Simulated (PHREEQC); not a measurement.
Dissolve 0.17 mol/kgw Cu(NO3)2, 0.00015 mol/kgw H2SO4 and 0.0036 mol/kgw NaCl at 25 °C. Closed to the air; pH follows from the charge balance.

All values are PHREEQC results (ion-association model, phreeqc.dat), not measurements.

```json
{
  "pH": "3.62",
  "ionic_strength": "0.513 mol/kgw",
  "activity_of_water": "0.991",
  "specific_conductance": "26900 µS/cm",
  "density": "1.023 g/cm³",
  "total_alkalinity": "-0.300 meq/kg"
}
```

```tsv
species	molality	activity	log γ
NO3-	0.340	0.208	-0.214
Cu+2	0.170	0.0420	-0.606
Na+	0.00360	0.00258	-0.144
Cl-	0.00323	0.00210	-0.188
CuCl+	0.000366	0.000237	-0.188
H+	0.000312	0.000238	-0.117
CuSO4	9.08e-5	0.000102	0.051
```

No solid was allowed to form. Species that the database lacks are ignored.
